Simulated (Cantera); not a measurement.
Cantera run:

```python
import numpy as np
import cantera as ct

gas_names = """
    O2 F2
""".split()
cond_names = """
    Mg(L) MgF2(s) MgO(s)
""".split()


def load(file, names, dense=False):
    # The tables refer to 1 bar. Condensed volumes are neglected.
    table = {s.name: s for s in ct.Species.list_from_file(file)}
    out = []
    for n in names:
        d = dict(table[n].input_data)
        d["thermo"] = dict(d["thermo"], **{"reference-pressure": 1e5})
        if dense:
            d["equation-of-state"] = {"model": "constant-volume", "density": "1e6 g/cm^3"}
        out.append(ct.Species.from_dict(d))
    return out


species = {s.name: s for s in load("nasa_gas.yaml", gas_names) + load("nasa_condensed.yaml", cond_names)}
T = 925
g = {n: (s.thermo.h(T) - T * s.thermo.s(T)) / (ct.gas_constant * T * np.log(10)) for n, s in species.items()}
valid = cond_names  # the entries whose range holds T


def stable(la, lb):
    # potentials (over RT ln 10) of the two non-metals from log10 p(O2) and log10 p(F2) in bar
    mu = {}
    mu["O"] = (g["O2"] + la) / 2
    mu["F"] = (g["F2"] + lb) / 2
    cost = {}
    for n in valid:
        c = species[n].composition
        cost[n] = (g[n] - sum(c.get(e, 0) * m for e, m in mu.items())) / c["Mg"]
    return min(cost, key=cost.get)


results = []
for lb in [0, -1.9, -3.9, -5.8, -7.7, -9.6, -11.6, -13.5, -15.4, -17.4, -19.3, -21.2, -23.1, -25.1, -27]:
    row = [stable(la, lb) for la in [-23, -21.7, -20.4, -19.2, -17.9, -16.6, -15.3, -14.1, -12.8, -11.5, -10.2, -8.9, -7.7, -6.4, -5.1, -3.8, -2.6, -1.3, 0]]
    results.append(row)
    print(f"{lb:6.1f}  " + " ".join(f"{valid.index(n):x}" for n in row))
print("key: " + ", ".join(f"{i:x} {n}" for i, n in enumerate(valid)))
```

Result:

```
   0.0  1 1 1 1 1 1 1 1 1 1 1 1 1 1 1 1 1 1 1
  -1.9  1 1 1 1 1 1 1 1 1 1 1 1 1 1 1 1 1 1 1
  -3.9  1 1 1 1 1 1 1 1 1 1 1 1 1 1 1 1 1 1 1
  -5.8  1 1 1 1 1 1 1 1 1 1 1 1 1 1 1 1 1 1 1
  -7.7  1 1 1 1 1 1 1 1 1 1 1 1 1 1 1 1 1 1 1
  -9.6  1 1 1 1 1 1 1 1 1 1 1 1 1 1 1 1 1 1 1
 -11.6  1 1 1 1 1 1 1 1 1 1 1 1 1 1 1 1 1 1 1
 -13.5  1 1 1 1 1 1 1 1 1 1 1 1 1 1 1 1 1 1 1
 -15.4  1 1 1 1 1 1 1 1 1 1 1 1 1 1 1 1 1 1 1
 -17.4  1 1 1 1 1 1 1 1 1 1 1 1 1 1 1 1 1 1 1
 -19.3  1 1 1 1 1 1 1 1 1 1 1 1 1 1 1 1 1 1 1
 -21.2  1 1 1 1 1 1 1 1 1 1 1 1 1 1 1 1 1 1 1
 -23.1  1 1 1 1 1 1 1 1 1 1 1 1 1 1 1 1 1 1 1
 -25.1  1 1 1 1 1 1 1 1 1 1 1 1 1 1 1 1 1 1 1
 -27.0  1 1 1 1 1 1 1 1 1 1 1 1 1 1 1 1 1 2 2
key: 0 Mg(L), 1 MgF2(s), 2 MgO(s)
```

Standard-state values (1 bar) from the NASA 1993 polynomials, evaluated with Cantera. Not in the tables: oxide halides.
